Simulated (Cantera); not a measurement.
Feed: 1 mol C2H2, 0.12 mol CO2, 17 mol N2, held at 0.000930 bar.

Equilibrium computed with Cantera from the NASA thermochemical tables; the gas is ideal and each condensed phase is pure. Candidate condensed phases: C, C6H6, C7H8, C8H18, H2O; 136 gas species. Equilibrium is a limit: real reactors are often held back by kinetics, nucleation or transport.

Over these rows the condensed part is C(graphite). Partial pressures as log10 of bar:

```
T (K)  1000/T (1/K)  log p C2H2 (acetylene)  log p N2  log p H2  log p CO
-----  ------------  ----------------------  --------  --------  --------
1673         0.5977                   -8.54     -3.06     -4.30     -4.91
1823         0.5485                   -7.99     -3.06     -4.31     -4.91
1973         0.5068                   -7.54     -3.06     -4.35     -4.91
2123         0.4710                       ?     -3.07     -4.43     -4.92
2273         0.4399                   -7.02     -3.07     -4.59     -4.92
2423         0.4127                   -6.99     -3.08     -4.88     -4.93
```

Problem. Fit log p(C2H2 (acetylene)) = a + b·(1000/T) to the five rows, give the apparent enthalpy, and predict the row at 2123 K.

Solution. Means: 1000/T = 0.5011, log p = -7.616. Sxy = -0.198366, Sxx = 0.0231708, so b = -8.56 and a = -7.616 − (-8.56)×0.5011 = -3.33.
Apparent enthalpy: −19.145 × (-8.56) = 164 kJ/mol. With the condensed phases at unit activity, 2 C(graphite) + H2(g) = C2H2 (acetylene)(g) links this pressure to the main gases: over the six rows their terms move log p by -0.58 in all, so the slope isn't that reaction's ΔH° alone. The five rows lie within 0.13 of the line; that is curvature, so one enthalpy describes this range poorly.
Prediction at 2123 K: -3.33 + (-8.56)×0.4710 = -7.36. The computed value is -7.21, 0.15 from the line.
